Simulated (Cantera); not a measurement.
Cantera run:

```python
import numpy as np
import cantera as ct

gas_names = """
    AL ALH ALO ALOH ALO2 ALO2H AL2 AL2O AL2O2 H HALO HO2 H2 H2O H2O2 O OH O2 O3
""".split()
cond_names = """
    AL(cr) AL(L) AL2O3(a) AL2O3(L) H2O(s) H2O(L)
""".split()


# ... load() reads the species with a 1 bar reference pressure and builds the phases ...
atoms = {
    'Al': {'AL': 1},
    'H2O': {'H': 2, 'O': 1},
    'O2': {'O': 2},
}
top_T = {}  # K; cautious upper limits of use, not melting points


# ... equilibrate(T, P, feed) seeds the gas with the atoms and calls Mixture.equilibrate('TP', solver="vcs", rtol=1e-11, max_steps=5000) ...
results = []
feed = {'Al': 1, 'H2O': 0.87, 'O2': 0.071}  # mol
T = 1225  # K
P = 10000  # Pa
mix = equilibrate(T, P, feed)
results.append((T, P, feed, dict(zip(mix.species_names, mix.species_moles))))
x = sorted(zip(gas.X, gas.species_names), reverse=True)
print(f"T = {T:g} K  P = {P:g} Pa  gas = {mix.phase_moles(0):.4g} mol")
print("   x: " + "  ".join(f"{s} {v:.3e}" for v, s in x if v > 0.0001))
print("   condensed (mol): " + ("  ".join(f"{mix.phase(i).name} {mix.phase_moles(i):.4g}"
      for i in range(1, mix.n_phases) if mix.phase_moles(i) > 1e-12) or "none"))
```

Result:

```
T = 1225 K  P = 10000 Pa  gas = 0.87 mol
   x: H2 1.000e+00
   condensed (mol): AL(L) 0.3253  AL2O3(a) 0.3373
```

Cantera equilibrium calculation (NASA polynomials, part measured and part estimated; ideal gas, pure solids and liquids). Mutual solubility and eutectic melting of coexisting phases are not modelled.
